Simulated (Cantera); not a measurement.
**Ignition delay**

Mixture: 5.00 % CH₄, 20.0 % O₂, 75.0 % N₂, equivalence ratio 0.50, at 2.70 bar, adiabatic and at constant volume. Ignition delay is the time to a rise of 400 K.

Computed with Cantera and GRI-Mech 3.0 (53 species, 325 reactions).

| T0 (K) | delay (ms) |
|---|---|
| 1048 | 118 |
| 1098 | 54.2 |
| 1148 | 26.0 |
| 1198 | 13.0 |
| 1248 | 6.70 |
| 1298 | 3.58 |
| 1348 | 1.98 |
| 1398 | 1.13 |
| 1448 | 0.672 |
| 1498 | 0.413 |

```json
{
  "apparent activation energy between 1398 and 1498 K": "180 kJ/mol"
}
```
